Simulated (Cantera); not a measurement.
A closed system holds: 1 mol Al, 26 mol NH₃, 18 mol H₂, held at 1173 K and 0.810 bar.

Cantera equilibrium calculation (NASA polynomials, part measured and part estimated; ideal gas, pure solids and liquids). Candidate condensed phases: Al, AlN; 13 gas species. Kinetics and transport are ignored.

Base state: H₂ 0.820, N₂ 0.180, NH₃ 5.55e-5 (mole fractions); condensed: AlN(s).

**Question.** What changes in the equilibrium state with this change: Al replaced by AlCl₃?

**Answer.** 
```json
[
 {"species": "H₂", "before": "0.820", "after": "0.785"},
 {"species": "N₂", "before": "0.180", "after": "0.177"},
 {"species": "HCl", "before": "0", "after": "0.0358"},
 {"species": "AlCl₃", "before": "0", "after": "0.00214"},
 {"species": "NH₃", "before": "5.55e-5", "after": "5.15e-5"},
 {"species": "AlN(s), mol", "before": "1.00", "after": "0.848"}
]
```
Further candidate phases: AlCl₃, NH₄Cl.
